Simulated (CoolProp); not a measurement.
A Linde-Hampson liquefier for CF4 (R14): isothermal reversible compression at 320 K from 1 atm to 5 MPa, throttling to 1 atm, return gas leaving the recuperator 5 K below the feed. Each further row changes one setting.

The numbers come from the reference Helmholtz-energy equation of state, Platzer 1990 in CoolProp. This equation is an older, rougher fit; its heat capacities, sound speeds and derivatives of the liquid may be far off and weren't checked against measurements.

```tsv
case	liquid yield per pass	compression work (kJ/kg of gas)
as stated	0.058	114
high pressure 10 MPa	___	131
warm-end temperature 350 K	0.040	___
warm-end gap 10 K	___	114
```

Task: What belongs in the gaps?

Result: 
- high pressure 10 MPa, liquid yield per pass: 0.131
- warm-end temperature 350 K, compression work (kJ/kg of gas): 126
- warm-end gap 10 K, liquid yield per pass: 0.043
